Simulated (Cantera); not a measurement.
A counterflow diffusion flame at 1.01 bar, nozzles 20 mm apart: fuel side 96.2 % CH₄, 3.75 % C₂H₆ at 400 K, oxidiser side 27.0 % O₂, 73.0 % N₂ at 675 K, fuel mass flux 1.1 times the oxidiser's; mixture-averaged transport, no radiation.

Computed with Cantera and GRI-Mech 3.0 (53 species, 325 reactions). GRI-Mech 3.0 has no aromatics or soot, which form on the fuel side of real flames. The maximum strain rate includes the flame's own expansion and is several times the mean.

x: mole fraction; the columns are a selection and need not sum to one.

```tsv
oxidiser flux (kg/m²/s)	max strain (1/s)	mean strain (1/s)	T max (K)	peak x OH	peak x H	peak x NO	peak x CO	peak x C₂H₂
0.25	265	51.0	2401	0.0162	0.00729	0.000690	0.0957	0.0242
0.38	386	77.6	2371	0.0162	0.00769	0.000583	0.0930	0.0234
0.56	…	114	2349	0.0161	0.00805	…	0.0906	0.0225
0.84	…	171	2331	0.0160	0.00844	…	0.0883	0.0216
1.2	1100	245	2316	0.0158	0.00878	0.000388	0.0866	0.0207
1.9	1680	388	2293	0.0154	0.00911	0.000317	0.0846	0.0193
2.8	2400	572	2269	0.0149	0.00927	0.000255	0.0831	0.0178
4.1	3410	837	2242	0.0141	0.00926	0.000194	0.0820	0.0160
```

**Question.** Complete the blanks.

**Answer.** 
- 0.56, max strain (1/s): 547
- 0.56, peak x NO: 0.000507
- 0.84, max strain (1/s): 792
- 0.84, peak x NO: 0.000442
